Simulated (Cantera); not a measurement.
An adiabatic, constant-volume homogeneous reactor starts with 14.8 % CO, 5.48 % H2, 0.889 % CH4, 16.6 % O2, 62.2 % N2, at 950 K and 1800 Torr.

Cantera simulation using GRI-Mech 3.0 (53 species, 325 reactions); the numbers are that mechanism's predictions, not measurements. Below about 1000 K GRI-Mech 3.0 lacks low-temperature oxidation paths.

Problem. Predict: time of steepest temperature rise; temperature at 0.700 s; equilibrium temperature; x(CO) at 0.700 s; x(H2) at 0.700 s; x(OH) at 0.700 s; x(H2O2) at 0.700 s.

Solution. 
```json
{
 "time_of_steepest_temperature_rise": "12.6 ms",
 "temperature at 0.700 s": "2710 K",
 "equilibrium_temperature": "2710 K",
 "x(CO) at 0.700 s": "0.0260 (gas-phase equilibrium 0.0260)",
 "x(H2) at 0.700 s": "0.00190 (gas-phase equilibrium 0.00190)",
 "x(OH) at 0.700 s": "0.0101 (gas-phase equilibrium 0.0101)",
 "x(H2O2) at 0.700 s": "4.44e-7 (gas-phase equilibrium 4.44e-7)"
}
```
